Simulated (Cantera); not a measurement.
Charge: 1 mol FeS, 0.052 mol SO₃, 0.052 mol CO₂, at 75.0 Torr.

These are equilibrium values from Cantera (NASA tables, ideal gas, pure condensed phases), not measurements of a reactor. Candidate condensed phases: C, Fe, Fe(CO)₅, FeO, FeS, FeSO₄, FeS₂, Fe₂O₃, Fe₂(SO₄)₃, Fe₃O₄, S; 25 gas species. Metal and sulfide melt together well below either melting point, which pure phases cannot show. Mutual solubility and eutectic melting of coexisting phases are not modelled. The tables' stoichiometric FeO is somewhat more stable than real wüstite, so its field is too wide. FeO, FeS: taken at fixed stoichiometry. Gases not in the tables: S₃ to S₇. Rates play no part.

log p: log10 of the partial pressure in bar; n: condensed amount in mol.

```csv
T (K),log p SO₂,log p CO₂,log p S₂,log p CO,log p SO,n FeS(s),n Fe₃O₄(s),n FeO(s),n FeS(l)
998,-1.27,-1.36,-2.63,-4.08,-5.48,0.981,0.00640,0,0
1073,-1.27,-1.37,-2.49,-3.67,-5.01,0.979,0.00687,0,0
1148,-1.28,-1.37,-2.37,-3.32,-4.59,0.978,0.00742,0,0
1223,-1.29,-1.38,(withheld),(withheld),(withheld),0.976,(withheld),0,0
1298,-1.30,-1.39,-2.17,-2.75,-3.92,0.974,0.00882,0,0
1373,-1.31,-1.42,-2.02,-2.52,-3.62,0.965,0,0.0353,0
1448,-1.34,-1.46,(withheld),(withheld),(withheld),0.956,0,(withheld),0
1523,-1.37,-1.50,-1.79,-2.13,-3.13,0,0,0.0505,0.949
```

Fill in the missing entries.


- 1223, log p S₂: -2.26
- 1223, log p CO: -3.01
- 1223, log p SO: -4.23
- 1223, n Fe₃O₄(s): 0.00807
- 1448, log p S₂: -1.87
- 1448, log p CO: -2.30
- 1448, log p SO: -3.36
- 1448, n FeO(s): 0.0438
